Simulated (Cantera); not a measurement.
An adiabatic, constant-volume homogeneous reactor starts with CH4 : O2 : N2 = 1 : 1.82 : 6.84 (molar parts), at 1425 K and 14.0 bar. Integrator tolerance rtol = 1e-08.

Model: GRI-Mech 3.0 (53 species, 325 reactions), integrated in Cantera. The pressure lies above the range GRI-Mech 3.0 was tuned for (to about 10 atm). Above 3000 K some thermodynamic fits are extrapolated.

```json
[
 {"quantity": "time of steepest temperature rise", "before": "0.277 ms", "after": "2.40 ms"},
 {"quantity": "temperature at 6.00 s", "before": "3132 K", "after": "3056 K"},
 {"quantity": "equilibrium temperature", "before": "3132 K", "after": "3056 K"},
 {"quantity": "x(CH4) at 6.00 s", "before": "1.26e-12 (gas-phase equilibrium 1.53e-12)", "after": "1.14e-12 (gas-phase equilibrium 1.37e-12)"},
 {"quantity": "x(O2) at 6.00 s", "before": "0.00852 (gas-phase equilibrium 0.00852)", "after": "0.00665 (gas-phase equilibrium 0.00665)"},
 {"quantity": "x(C2H4) at 6.00 s", "before": "<1e-12 (gas-phase equilibrium <1e-12)", "after": "<1e-12 (gas-phase equilibrium <1e-12)"},
 {"quantity": "x(C2H6) at 6.00 s", "before": "<1e-12 (gas-phase equilibrium <1e-12)", "after": "<1e-12 (gas-phase equilibrium <1e-12)"},
 {"quantity": "x(HCN) at 6.00 s", "before": "5.24e-8 (gas-phase equilibrium 5.24e-8)", "after": "4.22e-8 (gas-phase equilibrium 4.22e-8)"},
 {"quantity": "x(H2O2) at 6.00 s", "before": "1.81e-6 (gas-phase equilibrium 1.81e-6)", "after": "1.58e-6 (gas-phase equilibrium 1.58e-6)"},
 {"quantity": "x(O) at 6.00 s", "before": "0.00285 (gas-phase equilibrium 0.00285)", "after": "0.00186 (gas-phase equilibrium 0.00186)"}
]
```

Problem. Name the change that produced these shifts.
(A) initial temperature 1425 to 1225 K
(B) initial temperature 1425 to 1325 K
(C) initial temperature 1425 to 1750 K
(D) pressure from 14.0 bar to 10.0 bar

Solution. A, initial temperature 1425 to 1225 K
